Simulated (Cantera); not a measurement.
A closed system holds: 1 mol N₂O, 0.061 mol H₂, 17 mol N₂, held at 2748.15 K and 1.00 bar.

Method: chemical equilibrium by Gibbs-energy minimisation in Cantera with the NASA 1993 tables (ideal gas, pure condensed phases). Candidate condensed phases: H₂O; 24 gas species. The numbers say what is thermodynamically allowed, not how fast it happens.

Base state: N₂ 0.962, O₂ 0.0169, NO 0.0107, O 0.00573, OH 0.00196, H₂O 0.00158, H 0.000999, H₂ 0.000216 (mole fractions); condensed: gas only.

Problem. What changes in the equilibrium state with this change: N₂O replaced by SO₂?

Solution. 
```tsv
species	before	after
N₂	0.962	0.930
SO₂	0	0.0394
SO	0	0.0140
O₂	0.0169	0.00338
NO	0.0107	0.00471
S	0	0.00113
S₂	0	9.97e-5
```
Further candidate phases: H₂SO₄, S.
